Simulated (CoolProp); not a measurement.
Saturated liquid density (kg/m³) of hexamethyldisiloxane (MM): the reference equation beside estimates from Tc = 518.7 K, pc = 1.931 MPa, ω = 0.418. Rackett uses Z = 0.29056 − 0.08775 ω.

Values from CoolProp's reference Helmholtz-energy equation of state, Thol 2016.

```csv
T (K),reference,Rackett,Redlich-Kwong,Soave-Redlich-Kwong,Peng-Robinson
353.7,698.5,769.4,613.1,653.2,738.4
357.9,693.6,763.9,…,648.5,733.4
362.1,688.7,758.2,602.9,643.7,728.2
366.3,683.7,752.5,597.7,638.9,722.8
370.6,678.6,746.6,592.2,633.7,717.2
374.8,673.5,…,586.8,628.6,711.6
379,668.3,734.9,581.3,623.3,…
383.2,…,728.9,575.7,617.9,699.9
387.4,657.9,722.8,…,…,693.8
391.7,652.4,716.5,564.0,606.6,687.4
395.9,…,710.3,558.1,600.8,681.0
400.1,641.5,703.9,552.0,594.8,674.4
404.3,635.9,697.5,545.8,588.6,667.5
408.6,630.0,690.7,539.4,582.2,660.3
412.8,624.3,684.0,532.9,575.7,653.1
```

Question: Complete the blanks.

Answer: 
- 357.9, Redlich-Kwong: 608.0
- 374.8, Rackett: 740.8
- 379, Peng-Robinson: 705.9
- 383.2, reference: 663.1
- 387.4, Redlich-Kwong: 570.0
- 387.4, Soave-Redlich-Kwong: 612.4
- 395.9, reference: 647.0

Absolute difference from the reference over all 15 rows, mean and median: Rackett 9.9 and 9.9 %, Redlich-Kwong 13.3 and 13.2 %, Soave-Redlich-Kwong 6.9 and 6.8 %, Peng-Robinson 5.4 and 5.5 %.
